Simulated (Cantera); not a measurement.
Charge: 1 mol Cu2O, 0.52 mol CO, 11 mol N2, equilibrated at 2277 °C and 69000 Pa.

Cantera equilibrium calculation (NASA polynomials, part measured and part estimated; ideal gas, pure solids and liquids). Candidate condensed phases: C, Cu, CuO, Cu2O; 27 gas species. The numbers say what is thermodynamically allowed, not how fast it happens.

What is the equilibrium state?


- x(N2) = 0.791
- x(Cu) = 0.141
- x(CO2) = 0.0262
- x(O2) = 0.0174
- x(CO) = 0.0114
- x(NO) = 0.00723
- x(O) = 0.00293
- x(CuO) = 0.00108
- x(Cu2) = 0.00103
- gas amount = 13.84 mol
- log10 activity of Cu(l) (absent) = -0.37
- log10 activity of C(graphite) (absent) = -7.93
